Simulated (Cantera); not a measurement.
Input: 1 mol Pb, 0.58 mol CO, 0.91 mol N2, held at 39.0 Torr.

Cantera equilibrium calculation (NASA polynomials, part measured and part estimated; ideal gas, pure solids and liquids). Candidate condensed phases: C, Pb, PbO, PbO2, Pb3O4; 27 gas species. Rates play no part. All values below are at 700 °C.

Base state: N2 0.615, CO 0.377, CO2 0.00742, Pb 0.000168 (mole fractions); condensed: C(graphite) + Pb(l).

**Question.** What changes in the equilibrium state with this change: N2 from 0.91 to 0.15 mol?

**Answer.** 
```csv
species,before,after
CO,0.377,0.758
N2,0.615,0.212
CO2,0.00742,0.0300
Pb,0.000168,0.000168
"C(graphite), mol",0.0110,0.0213
"Pb(l), mol",1.000,1.000
```
